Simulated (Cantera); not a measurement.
A freely propagating, adiabatic, planar premixed flame of H₂ : O₂ : N₂ = 1 : 0.238 : 0.895 (molar parts), unburnt at 398 K and 9.87 atm; mixture-averaged transport, grid criteria slope 0.08 and curve 0.16, no radiation.

Model: the H2/O2 subset of GRI-Mech 3.0, which has no nitrogen chemistry, integrated in Cantera. The hydrogen kinetics of GRI-Mech 3.0 are dated; newer H2 mechanisms differ, most at raised pressure. Burning velocities carry a grid error of a few per cent, more on coarse grids.

| quantity | before | after |
|---|---|---|
| laminar burning velocity | 369 cm/s | 267 cm/s |
| thermal thickness | 0.0226 mm | 0.0251 mm |
| peak x(O) | 0.00105 | 0.000690 |
| peak x(HO₂) | 0.00147 | 0.00126 |
| peak x(H₂O₂) | 0.000159 | 0.000168 |

Q: What was changed between the two runs?
A. N2 0.895 to 1.1 parts
B. inlet temperature 398 to 425 K
C. inlet temperature 398 to 375 K
D. O2 0.238 to 0.3 parts

A: A, N2 0.895 to 1.1 parts
